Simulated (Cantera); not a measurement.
Feed: 1 mol C, 0.0078 mol O₂, 1.3 mol H₂, at 1950 K.

Equilibrium computed with Cantera from the NASA thermochemical tables; the gas is ideal and each condensed phase is pure. Candidate condensed phases: C, C₆H₆, C₇H₈, C₈H₁₈, H₂O; 110 gas species. The ideal-gas law is rough above about 30 bar. Kinetics and transport are ignored.

x: gas mole fraction; n: condensed amount in mol.

```csv
P (Pa),x H₂,x H,x CH₄,x CO,x C₂H₂ (acetylene),x C₂H₄,n C(graphite)
10,0.881,0.108,3.77e-8,0.0112,0.000481,…,0.983
72,0.946,0.0416,3.14e-7,0.0116,0.000517,…,0.983
520,0.972,0.0157,2.39e-6,0.0118,0.000531,…,0.983
3700,0.982,0.00590,1.73e-5,0.0118,0.000537,…,0.983
27000,0.985,0.00219,0.000128,0.0118,0.000539,…,0.983
190000,0.986,0.000826,0.000898,0.0119,0.000539,…,0.982
1400000,0.981,0.000303,0.00655,0.0119,0.000536,…,0.974
10000000,0.943,0.000111,0.0433,0.0122,0.000515,…,0.927
```

### Question
Some entries are withheld; supply them.

### Answer

- 10, x C₂H₄: 3.80e-10
- 72, x C₂H₄: 3.16e-9
- 520, x C₂H₄: 2.41e-8
- 3700, x C₂H₄: 1.75e-7
- 27000, x C₂H₄: 1.29e-6
- 190000, x C₂H₄: 9.06e-6
- 1400000, x C₂H₄: 6.60e-5
- 10000000, x C₂H₄: 0.000436
